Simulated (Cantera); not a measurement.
Charge: 1 mol NaOH, 0.52 mol H2O, equilibrated at 1275 K.

Method: chemical equilibrium by Gibbs-energy minimisation in Cantera with the NASA 1993 tables (ideal gas, pure condensed phases). Candidate condensed phases: H2O, Na, NaOH, NaO2, Na2O, Na2O2; 16 gas species. Equilibrium is a limit: real reactors are often held back by kinetics, nucleation or transport.

Q: Which condensed phases are stable at each of these points (P (Pa)): 10, 68, 460, 3200, 22000, 150000, 1000000?

A: 
```
P (Pa)   condensed phases  Na condensed (%)
-------  ----------------  ----------------
10               gas only               0.0
68               gas only               0.0
460              gas only               0.0
3200              NaOH(l)              87.6
22000             NaOH(l)              98.5
150000            NaOH(l)              99.8
1000000           NaOH(l)             100.0
```

From 10.0 Pa to 4.60 mbar nothing is condensed. From 32.0 mbar to 10.0 bar the condensed part is NaOH(l).
